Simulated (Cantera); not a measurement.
A perfectly stirred reactor is fed with 4.55 % NH3, 95.5 % H2, at 1.01 bar; it is held at 1898 K, and followed from long to short residence time.

Computed with Cantera and the gas-phase N/H chemistry of the illustrative SiF4/NH3 mechanism in the Surface Chemkin manual (1991). Walls and surfaces, which speed up NH3 decomposition in real reactors, are not modelled.

Q: Predict: x(NH3) at τ = 0.330 s; x(H2) at τ = 0.330 s; x(N2) at τ = 0.330 s; x(N2H2) at τ = 0.330 s; x(N) at τ = 0.330 s; x(NH3) at τ = 28.0 ms; x(H2) at τ = 28.0 ms; x(N2) at τ = 28.0 ms; x(N2H2) at τ = 28.0 ms; x(N) at τ = 28.0 ms.

A: x(NH3) at τ = 0.330 s: 0.0253
x(H2) at τ = 0.330 s: 0.964
x(N2) at τ = 0.330 s: 0.00959
x(N2H2) at τ = 0.330 s: 2.06e-8
x(N) at τ = 0.330 s: 1.21e-7
x(NH3) at τ = 28.0 ms: 0.0420
x(H2) at τ = 28.0 ms: 0.956
x(N2) at τ = 28.0 ms: 0.00162
x(N2H2) at τ = 28.0 ms: 4.25e-8
x(N) at τ = 28.0 ms: 1.42e-7
